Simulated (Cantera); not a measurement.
# C + CO2 + NH3 (carbon deposition, reforming and gasification)

Charge: 1 mol C, 3.5 mol CO2, 0.84 mol NH3, at 827 °C.

These are equilibrium values from Cantera (NASA tables, ideal gas, pure condensed phases), not measurements of a reactor. Candidate condensed phases: C, C6H6, C7H8, C8H18, H2O; 136 gas species. The ideal-gas law is rough above about 30 bar. The numbers say what is thermodynamically allowed, not how fast it happens.

```csv
P (Pa),x CO2,x CO,x H2O,x H2,x N2,x CH4,x NH3,n C(graphite)
10,0.316,0.413,0.0890,0.115,0.0680,<1e-12,3.22e-10,0
46,0.316,0.413,0.0890,0.115,0.0680,4.77e-12,1.48e-9,0
220,0.316,0.413,0.0890,0.115,0.0680,1.09e-10,7.09e-9,0
1000,0.316,0.413,0.0890,0.115,0.0680,2.26e-9,3.22e-8,0
4600,0.316,0.413,0.0890,0.115,0.0680,4.77e-8,1.48e-7,0
22000,0.316,0.413,0.0890,0.115,0.0680,1.09e-6,7.09e-7,0
100000,0.316,0.413,0.0890,0.115,0.0680,2.25e-5,3.22e-6,0
460000,0.316,0.412,0.0889,0.114,0.0680,0.000469,1.47e-5,0
2200000,0.332,0.400,0.0873,0.104,0.0690,0.00798,6.15e-5,0
10000000,0.471,0.231,0.137,0.0665,0.0785,0.0159,0.000153,0.665
```
x: gas mole fraction; n: condensed amount in mol.

From 10.0 Pa to 22.0 bar nothing is condensed. At 100 bar the condensed part is C(graphite). The main C-bearing gas is CO at 10.0 Pa and CO2 at 100 bar.
